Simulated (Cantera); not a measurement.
Charge: 1 mol Nb, 4.1 mol O2, 6.6 mol N2, held at 973 K and 9.30 Pa.

These are equilibrium values from Cantera (NASA tables, ideal gas, pure condensed phases), not measurements of a reactor. Candidate condensed phases: Nb, NbO, NbO2, Nb2O5; 12 gas species. Condensed phases not in the tables: the oxides between NbO2 and Nb2O5. Kinetics and transport are ignored.

Question: What is the equilibrium state?

Answer: 
- x(N2) = 0.698
- x(O2) = 0.302
- x(NO) = 2.60e-5
- n(Nb2O5(s)) = 0.500 mol
- gas amount = 9.450 mol
- log10 activity of NbO2(s) (absent) = -5.25
- log10 activity of Nb(s) (absent) = -33.85
